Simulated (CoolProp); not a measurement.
n-undecane along the isobar 2840 kPa: Z from the reference equation and from simpler models built on Tc = 638.8 K, pc = 1990 kPa, ω = 0.539; each cubic takes its own stable root.

Model: reference Helmholtz-energy equation of state, Aleksandrov 2011, in CoolProp. It is a short technical equation, of lower accuracy than the large ones.

```csv
T (K),phase,reference
542.1,liquid,0.1835
548.1,liquid,0.1837
554.1,liquid,0.1840
560.1,liquid,0.1845
566.1,liquid,0.1851
572.1,liquid,0.1858
578.1,liquid,0.1868
584.1,liquid,0.1879
590.1,liquid,0.1892
596,liquid,0.1907
602,liquid,0.1926
608,liquid,0.1948
614,liquid,0.1975
620,liquid,0.2007
```

Question: How far does each simpler model (van der Waals, Soave-Redlich-Kwong, Peng-Robinson) lie from the reference over these 14 states: mean and median of the absolute difference, and the worst?

Answer: 
- van der Waals: mean 69.4 %, median 70.0 %, worst +73.4 % at 542.1 K and 2840 kPa
- Soave-Redlich-Kwong: mean 21.0 %, median 20.5 %, worst +25.3 % at 620 K and 2840 kPa
- Peng-Robinson: mean 7.5 %, median 6.9 %, worst +12.0 % at 620 K and 2840 kPa
